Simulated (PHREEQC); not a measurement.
Model water analysis in mg/L, 25 °C, pH 7.58, pe 11.4: Na 0.0273; K 0.000218; Ca 0.00819; Mg 0.00692; Cl 0.0213; S(6) as SO4 0.0248; Alkalinity as HCO3 0.0632; F 9.98e-05; Ba 5.2e-05.

Valence states are taken as typed.

Equilibrium calculation in PHREEQC: ion-association model, wateq4f.dat.

| Property | Value |
|---|---|
| ionic strength | 2.94e-6 mol/kgw |
| charge-balance error | 0.3 % |

```json
[
 {"species": "Na+", "molality": "1.19e-6", "activity": "1.19e-6", "log γ": "-0.001"},
 {"species": "HCO3-", "molality": "6.78e-7", "activity": "6.77e-7", "log γ": "-0.001"},
 {"species": "Cl-", "molality": "6.01e-7", "activity": "6.00e-7", "log γ": "-0.001"},
 {"species": "OH-", "molality": "3.81e-7", "activity": "3.81e-7", "log γ": "-0.001"},
 {"species": "Mg+2", "molality": "2.85e-7", "activity": "2.82e-7", "log γ": "-0.003"},
 {"species": "SO4-2", "molality": "2.58e-7", "activity": "2.56e-7", "log γ": "-0.003"},
 {"species": "Ca+2", "molality": "2.04e-7", "activity": "2.03e-7", "log γ": "-0.003"},
 {"species": "CO2", "molality": "4.00e-8", "activity": "4.00e-8", "log γ": "0.000"},
 {"species": "H+", "molality": "2.64e-8", "activity": "2.63e-8", "log γ": "-0.001"},
 {"species": "K+", "molality": "5.58e-9", "activity": "5.56e-9", "log γ": "-0.001"},
 {"species": "F-", "molality": "5.25e-9", "activity": "5.24e-9", "log γ": "-0.001"}
]
```

This is a speciation only: nothing precipitates in the calculation. Species that the database lacks are ignored.
